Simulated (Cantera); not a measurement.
## Silicon etching in halogen gases: Si + F2 + H2

Feed: 1 mol Si, 0.67 mol F2, 78 mol H2, at 100000 Pa.

These are equilibrium values from Cantera (NASA tables, ideal gas, pure condensed phases), not measurements of a reactor. Candidate condensed phases: Si; 25 gas species. The tables' values for SiF3, SiF2 are old estimates; treat these amounts as uncertain. Gases not in the tables: Si2H6 and higher silanes. Kinetics and transport are ignored.

```csv
T (°C),x H2,x SiF4,x HF,x SiF3,x SiHF3,x SiF2,x SiH2F2,x H,n Si(s)
425,0.995,0.00344,5.94e-9,1.37e-8,0.000987,<1e-12,0.000183,<1e-12,0.638
500,0.995,0.00335,5.22e-8,1.08e-7,0.00109,2.34e-11,0.000217,<1e-12,0.635
575,0.995,0.00326,3.11e-7,5.91e-7,0.00118,4.57e-10,0.000248,1.90e-11,0.631
650,0.995,0.00319,1.38e-6,2.43e-6,0.00126,5.45e-9,0.000275,2.44e-10,0.629
725,0.995,0.00312,4.88e-6,8.07e-6,0.00133,4.45e-8,0.000301,2.15e-9,0.626
800,0.995,0.00305,1.44e-5,2.25e-5,0.00139,2.69e-7,0.000323,1.40e-8,0.624
875,0.995,0.00298,3.68e-5,5.46e-5,0.00143,1.28e-6,0.000343,7.15e-8,0.622
950,0.995,0.00289,8.36e-5,0.000118,0.00146,4.95e-6,0.000359,3.00e-7,0.620
1025,0.995,0.00276,0.000172,0.000229,0.00147,1.62e-5,0.000371,1.07e-6,0.618
1100,0.995,0.00259,0.000323,0.000406,0.00144,4.60e-5,0.000377,3.32e-6,0.617
1175,0.995,0.00235,0.000563,0.000657,0.00138,0.000115,0.000375,9.19e-6,0.615
1250,0.994,0.00204,0.000916,0.000972,0.00128,0.000253,0.000364,2.30e-5,0.613
1325,0.994,0.00167,0.00140,0.00131,0.00113,0.000498,0.000341,5.31e-5,0.609
1400,0.993,0.00127,0.00200,0.00160,0.000937,0.000879,0.000307,0.000113,0.605
```
x: gas mole fraction; n: condensed amount in mol.

From 425 °C to 1400 °C the condensed part is Si(s). The share of Si in condensed phases is highest at 425 °C (63.8 %) and lowest at 1400 °C (60.5 %).
